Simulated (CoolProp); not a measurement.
Vapour-liquid equilibrium of hexamethyldisiloxane (MM) (1) + toluene (2) at 442.2 K; x and y are mole fractions of (1).

Values from CoolProp's multi-fluid Helmholtz-energy mixture model, Thol 2016 and Lemmon 2006; pair parameters Bell 2016.

```csv
x,bubble pressure (kPa),y at the bubble point,dew pressure at overall composition x (kPa),liquid density (mol/L)
0.05,424.4,0.067,422.1,7.406
0.125,437.3,0.162,432.2,6.917
0.2,449.5,0.250,442.6,6.475
0.275,460.9,0.331,453.0,6.074
0.35,471.3,0.408,463.5,5.709
0.425,480.8,0.480,473.7,5.375
0.5,489.4,0.549,483.4,5.070
0.575,497.0,0.616,492.4,4.790
0.65,503.6,0.682,500.5,4.533
0.725,509.2,0.748,507.4,4.296
0.8,513.7,0.814,512.9,4.077
0.875,517.1,0.881,516.9,3.876
0.95,519.3,0.951,519.3,3.690
```

No azeotrope shows between x = 0.05 and 0.95.

The pair parameters rest on a limited set of measurements; away from them the model extrapolates.
